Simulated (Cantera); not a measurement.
## Premixed flame

A freely propagating, adiabatic, planar premixed flame of CO : H₂ : CH₄ : O₂ : N₂ : CO₂ = 1 : 0.6 : 0.52 : 1.84 : 6.92 : 1.3 (molar parts), equivalence ratio 1.0, unburnt at 400 K and 1130 Torr; mixture-averaged transport, grid criteria slope 0.08 and curve 0.16, no radiation.

Detailed kinetics in Cantera: GRI-Mech 3.0 (53 species, 325 reactions). Burning velocities carry a grid error of a few per cent, more on coarse grids.

```
z (mm)   T (K)  u (m/s)    x CO     x H₂     x CH₄    x NO₂      x OH    x HCN
-------  -----  -------  ------  -------  --------  -------  --------  -------
-1.03      400    0.501  0.0822   0.0486    0.0427    <1e-8     <1e-8    <1e-8
-0.684     401    0.501  0.0823   0.0470    0.0428    <1e-8     <1e-8    <1e-8
-0.513     404    0.503  0.0825   0.0447    0.0428    <1e-8     <1e-8    <1e-8
-0.342     428    0.531  0.0828   0.0394    0.0422  1.67e-8     <1e-8    <1e-8
-0.171     684    0.845  0.0825   0.0284    0.0340  9.97e-8   1.23e-5  2.70e-8
-0.0855   1057     1.30  0.0817   0.0218    0.0209  1.53e-8  0.000162  9.16e-8
0         1452     1.79  0.0781   0.0149   0.00527    <1e-8   0.00139  2.15e-7
0.0855    1639     2.00  0.0649  0.00892  0.000311    <1e-8   0.00379  1.83e-7
0.171     1722     2.09  0.0530  0.00689   9.28e-6    <1e-8   0.00492  6.40e-8
0.342     1816     2.19  0.0423  0.00604   1.32e-8    <1e-8   0.00529    <1e-8
0.684     1910     2.29  0.0347  0.00489     <1e-8    <1e-8   0.00489    <1e-8
1.37      1990     2.37  0.0276  0.00364     <1e-8    <1e-8   0.00411    <1e-8
2.74      2051     2.43  0.0212  0.00266     <1e-8    <1e-8   0.00331    <1e-8
```
x: mole fraction of selected species; z is measured from the peak of heat release.

| Item | Result |
|---|---|
| laminar burning velocity | 50.1 cm/s |
| thermal thickness | 0.342 mm |
| peak x(OH) | 0.00529 |
| peak x(HCN) | 2.38e-7 |
| grid points | 133 |
